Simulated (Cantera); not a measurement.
Cantera run, input and output.

```python
import numpy as np
import cantera as ct

gas = ct.Solution("gri30.yaml")
gas.TPX = 2073, 13332, {'CH4': 1, 'H2O': 2.7}
reactor = ct.IdealGasConstPressureReactor(gas, energy="off", clone=False)
net = ct.ReactorNet([reactor])
net.rtol, net.atol = 1e-08, 1e-18
show = ['CH4', 'H2O', 'C2H4', 'O2', 'CH3']
times = np.geomspace(2e-05, 20, 9)

steps = ct.SolutionArray(gas, extra=["t"])
rows = []
print(f"{'t/s':>10s}{'T/K':>9s}{'P/Pa':>11s}" + "".join(f"{s:>11s}" for s in show))
for t in times:
    while net.time < t:
        t_next = net.step()
        steps.append(gas.state, t=t_next)
    rows.append([np.interp(t, steps.t, y) for y in (steps.T, steps.P, *steps(*show).X.T)])
    print(f"{t:10.3e}{rows[-1][0]:9.1f}{rows[-1][1]:11.4g}" + "".join(f"{x:11.3e}" for x in rows[-1][2:]))
rate = np.gradient(steps.T, steps.t)
print("integrator steps:", len(steps.t))
if steps.T.max() > steps.T[0] + 200:
    print(f"time of steepest temperature rise: {steps.t[rate.argmax()]:.4e} s")
gas.TPX = 2073, 13332, {'CH4': 1, 'H2O': 2.7}
gas.equilibrate("TP")
print(f"equilibrium (TP): T = {gas.T:.1f} K  " + "  ".join(f"{s} {gas[s].X[0]:.3e}" for s in show))
```

Output:

```
       t/s      T/K       P/Pa        CH4        H2O       C2H4         O2        CH3
 2.000e-05   2073.0  1.333e+04  2.630e-01  7.272e-01  1.853e-04  4.607e-10  5.930e-03
 1.125e-04   2073.0  1.333e+04  1.924e-01  6.954e-01  1.312e-02  1.725e-07  1.975e-02
 6.325e-04   2073.0  1.333e+04  3.803e-02  5.678e-01  1.223e-03  8.271e-07  5.822e-03
 3.557e-03   2073.0  1.333e+04  9.390e-03  4.497e-01  9.511e-05  7.284e-07  1.681e-03
 2.000e-02   2073.0  1.333e+04  3.187e-03  3.077e-01  9.360e-06  3.814e-07  5.115e-04
 1.125e-01   2073.0  1.333e+04  1.961e-08  2.802e-01  5.472e-12  4.696e-07  3.662e-09
 6.325e-01   2073.0  1.333e+04  4.113e-11  2.801e-01  2.322e-18  4.951e-07  7.913e-12
 3.557e+00   2073.0  1.333e+04  4.113e-11  2.801e-01  2.322e-18  4.951e-07  7.913e-12
 2.000e+01   2073.0  1.333e+04  4.113e-11  2.801e-01  2.322e-18  4.951e-07  7.913e-12
integrator steps: 1598
equilibrium (TP): T = 2073.0 K  CH4 4.825e-11  H2O 2.801e-01  C2H4 2.706e-18  O2 4.951e-07  CH3 9.282e-12
```

Cantera simulation using GRI-Mech 3.0 (53 species, 325 reactions); the numbers are that mechanism's predictions, not measurements.
